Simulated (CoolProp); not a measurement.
A Linde-Hampson liquefier for dry air: isothermal reversible compression at 250 K from 1 atm to 30 MPa, throttling to 1 atm, return gas leaving the recuperator 10 K below the feed. Each further row changes one setting.

Model: reference Helmholtz-energy equation of state, Lemmon 2000, in CoolProp. It is a pseudo-pure fit of the blend.

```csv
case,liquid yield per pass,compression work (kJ/kg of gas)
as stated,0.142,401
high pressure 60 MPa,0.138,463
warm-end temperature 280 K,0.099,455
warm-end gap 15 K,0.130,401
```
